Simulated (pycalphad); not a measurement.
Computed with pycalphad from the COST 507 light-alloy database (1999), at 1 atm. These are 1990s assessments: newer ones move some temperatures and phases. Diffusion is slow at the low end, where real alloys seldom reach equilibrium.

Molar enthalpy of V-0.42Si (at.%) in equilibrium (SER reference):

```csv
T (K),H (kJ/mol),phases
2850,114.74,liquid
2650,105.27,liquid
2450,95.80,liquid
2350,91.07,liquid
2250,86.33,liquid
2150,60.33,bcc
2050,55.98,bcc
1850,47.75,bcc
1650,40.12,bcc
1450,33.02,bcc
1250,26.39,bcc
1050,20.16,bcc
850,14.12,bcc + SIV3
650,8.43,bcc + SIV3
```

Cooling from 2250 K to 2150 K, across the freezing range, releases 26.0 kJ/mol, or 511 J/g. The slope is 47 J/(mol K) in the liquid and 44 J/(mol K) just below the solidus, where it includes any heat of precipitation. Liquidus 2180 K, solidus 2179 K. Changes were sought between steps of 100 K, so a narrower field can be missed.

Database names, with the compositions (at.%) that they take in these runs: SIV3: V 75-77 Si 23-25.
